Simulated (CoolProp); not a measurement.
Carbon monoxide along the isobar 4830 kPa: fugacity coefficient from the reference equation and from simpler models built on Tc = -140.3 °C, pc = 3498 kPa, ω = 0.050; each cubic takes its own stable root.

Model: reference Helmholtz-energy equation of state, Lemmon 2006, in CoolProp. It is a short technical equation, of lower accuracy than the large ones.

```json
[
 {"T (°C)": "-146.45", "phase": "liquid", "reference": "0.4328"},
 {"T (°C)": "-135.45", "phase": "supercritical", "reference": "0.5876"},
 {"T (°C)": "-124.45", "phase": "supercritical", "reference": "0.6915"},
 {"T (°C)": "-113.55", "phase": "supercritical", "reference": "0.7551"},
 {"T (°C)": "-102.55", "phase": "supercritical", "reference": "0.8027"},
 {"T (°C)": "-91.55", "phase": "supercritical", "reference": "0.8397"},
 {"T (°C)": "-80.55", "phase": "supercritical", "reference": "0.8691"},
 {"T (°C)": "-69.65", "phase": "supercritical", "reference": "0.8927"},
 {"T (°C)": "-58.65", "phase": "supercritical", "reference": "0.9122"},
 {"T (°C)": "-47.65", "phase": "supercritical", "reference": "0.9284"},
 {"T (°C)": "-36.65", "phase": "supercritical", "reference": "0.9418"},
 {"T (°C)": "-25.75", "phase": "supercritical", "reference": "0.9529"},
 {"T (°C)": "-14.75", "phase": "supercritical", "reference": "0.9625"}
]
```

Problem. How far does each simpler model (van der Waals, Redlich-Kwong, Peng-Robinson) lie from the reference over these 13 states: mean and median of the absolute difference, and the worst?

Solution. 
- van der Waals: mean 2.9 %, median 2.4 %, worst +13.7 % at -146.45 °C and 4830 kPa
- Redlich-Kwong: mean 0.8 %, median 0.7 %, worst +1.6 % at -146.45 °C and 4830 kPa
- Peng-Robinson: mean 2.6 %, median 2.5 %, worst -4.2 % at -124.45 °C and 4830 kPa
